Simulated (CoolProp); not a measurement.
A single-stage vapour-compression cycle with cyclopentane: evaporating at 273.15 K (dew point), condensing at 341.15 K (bubble point), superheat 10 K, subcooling 2 K, compressor efficiency 0.7, no pressure losses. Each further row changes one setting.

Computed with CoolProp (reference Helmholtz-energy equation of state, Gedanitz 2015).

| case | cooling COP | pressure ratio | discharge temperature (K) | refrigerating effect (kJ/kg) | volumetric capacity (kJ/m³) |
|---|---|---|---|---|---|
| as stated | 2.30 | 12.7 | 385.4 | 312 | 133 |
| evaporating temperature 278.15 K | 2.58 | 10.0 | 381.2 | 318 | 169 |
| condensing temperature 336.15 K | 2.54 | 11.0 | 379.7 | 322 | 138 |
| subcooling 7 K | 2.38 | 12.7 | 385.4 | 322 | 138 |
| superheat 20 K | 2.31 | 12.7 | 394.8 | 324 | 133 |
| compressor efficiency 0.6 | 1.97 | 12.7 | 398.8 | 312 | 133 |
